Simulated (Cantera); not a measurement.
## Equilibrium for carbothermic reduction: CuO + CO + CH₄

Feed: 1 mol CuO, 1.1 mol CO, 2.5 mol CH₄, at 1430 Torr.

Method: chemical equilibrium by Gibbs-energy minimisation in Cantera with the NASA 1993 tables (ideal gas, pure condensed phases). Candidate condensed phases: C, C₆H₆, C₇H₈, C₈H₁₈, Cu, CuO, Cu(OH)₂, Cu₂O, H₂O; 113 gas species. Rates play no part.

```
T (K)   x H₂   x CO      x Cu     x CH₄  n C(graphite)  n Cu(s)  n Cu(l)
-----  -----  -----  --------  --------  -------------  -------  -------
1298   0.694  0.294   7.92e-8   0.00730           1.48    1.000        0
1398   0.699  0.295   6.83e-7   0.00405           1.48        0    1.000
1498   0.701  0.296   4.18e-6   0.00242           1.49        0    1.000
1598   0.702  0.296   2.03e-5   0.00154           1.49        0    1.000
1698   0.703  0.296   8.14e-5   0.00104           1.49        0    0.999
1798   0.703  0.296  0.000278  0.000727           1.49        0    0.998
1898   0.702  0.296  0.000833  0.000530           1.49        0    0.994
1998   0.701  0.295   0.00222  0.000398           1.49        0    0.984
2098   0.697  0.294   0.00539  0.000306           1.48        0    0.961
2198   0.691  0.292    0.0120  0.000239           1.47        0    0.912
2298   0.678  0.288    0.0249  0.000188           1.46        0    0.814
```
x: gas mole fraction; n: condensed amount in mol.

At 1298 K the condensed part is C(graphite) + Cu(s). From 1398 K to 2298 K the condensed part is C(graphite) + Cu(l). The main Cu-bearing gas is Cu throughout.
